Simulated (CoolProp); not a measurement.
Vapour pressure (MPa) of R1336mzz(E): the reference equation beside estimates from Tc = 403.5 K, pc = 2.779 MPa, ω = 0.413. Clausius-Clapeyron is anchored at 284.6 K with a constant enthalpy of vaporisation of 24.88 kJ/mol.

Computed with CoolProp (reference Helmholtz-energy equation of state, Akasaka 2023).

| T (K) | reference | Clausius-Clapeyron | van der Waals | Redlich-Kwong |
|---|---|---|---|---|
| 276.1 | 0.08264 | 0.08457 | 0.4954 | … |
| 284.6 | 0.1169 | 0.1169 | 0.5788 | 0.2588 |
| 293.2 | 0.1620 | … | 0.6720 | 0.3303 |
| 301.7 | 0.2188 | 0.2121 | 0.7731 | 0.4137 |
| 310.2 | 0.2898 | 0.2784 | … | 0.5110 |
| 318.8 | 0.3783 | 0.3612 | 1.005 | 0.6247 |
| 327.3 | 0.4848 | 0.4608 | … | 0.7532 |
| 335.8 | 0.6125 | 0.5809 | 1.275 | … |
| 344.3 | … | 0.7238 | 1.426 | … |
| 352.9 | 0.9448 | 0.8946 | 1.589 | … |
| 361.4 | 1.153 | 1.092 | 1.761 | 1.450 |

### Question
What belongs in the gaps?

### Answer

- 276.1, Redlich-Kwong: 0.1998
- 293.2, Clausius-Clapeyron: 0.1591
- 310.2, van der Waals: 0.8836
- 327.3, van der Waals: 1.135
- 335.8, Redlich-Kwong: 0.8987
- 344.3, reference: 0.7641
- 344.3, Redlich-Kwong: 1.062
- 352.9, Redlich-Kwong: 1.247

Absolute difference from the reference over all 11 rows, mean and median: Clausius-Clapeyron 3.8 and 4.5 %, van der Waals 207.6 and 165.7 %, Redlich-Kwong 72.4 and 65.1 %.
